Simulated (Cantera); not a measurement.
Cantera run, input and output.

```python
import numpy as np
import cantera as ct

surf = ct.Interface("diamond.yaml", "diamond_100")
gas, bulk = surf.adjacent["gas"], surf.adjacent["diamond"]
k = surf.kinetics_species_index(bulk.species_names[0])
cover = ["c6HH", "c6H*", "c6*H", "c6**", "c6HM", "c6B"]

rows, drift = [], 0.0
print(f"{'P':>10s}{'um/h':>11s}" + "".join(f"{s:>11s}" for s in cover))
for v in [650, 1100, 1900, 3300, 5700, 9900, 17000, 29000]:
    T, P, xH, xCH3 = 1275, v, 0.023, 3.2e-05
    gas.TPX = T, P, {"H": xH, "CH3": xCH3, "CH4": 0.024, "H2": 1 - xH - xCH3 - 0.024}
    surf.TP = bulk.TP = T, P
    surf.coverages = "c6H*:0.1, c6HH:0.9"
    surf.advance_coverages(100.0)
    before = surf.coverages
    surf.advance_coverages(100.0)
    drift = max(drift, np.max(np.abs(surf.coverages - before) / (surf.coverages + 1e-9)))
    rate = surf.net_production_rates[k] * bulk.mean_molecular_weight / bulk.density * 3.6e9
    rows.append([rate, *surf[cover].coverages])
    print(f"{v:10.4g}{rate:11.4e}" + "".join(f"{x:11.3e}" for x in rows[-1][1:]))
```

Output:

```
         P       um/h       c6HH       c6H*       c6*H       c6**       c6HM        c6B
       650 4.0463e-02  3.912e-01  4.663e-02  5.196e-01  4.251e-02  1.625e-05  1.098e-10
      1100 8.4231e-02  3.912e-01  4.665e-02  5.196e-01  4.251e-02  2.656e-05  2.286e-10
      1900 1.8825e-01  3.912e-01  4.669e-02  5.195e-01  4.252e-02  4.307e-05  5.108e-10
      3300 4.3567e-01  3.912e-01  4.675e-02  5.194e-01  4.254e-02  6.739e-05  1.182e-09
      5700 9.9896e-01  3.912e-01  4.687e-02  5.192e-01  4.257e-02  9.939e-05  2.711e-09
      9900 2.2436e+00  3.911e-01  4.706e-02  5.189e-01  4.263e-02  1.375e-04  6.088e-09
   1.7e+04 4.7286e+00  3.910e-01  4.740e-02  5.185e-01  4.273e-02  1.756e-04  1.283e-08
   2.9e+04 9.3896e+00  3.910e-01  4.797e-02  5.178e-01  4.289e-02  2.094e-04  2.548e-08
```

Cantera simulation using the Harris–Goodwin 1993 mechanism for the reconstructed diamond (100) surface; the numbers are that mechanism's predictions, not measurements.
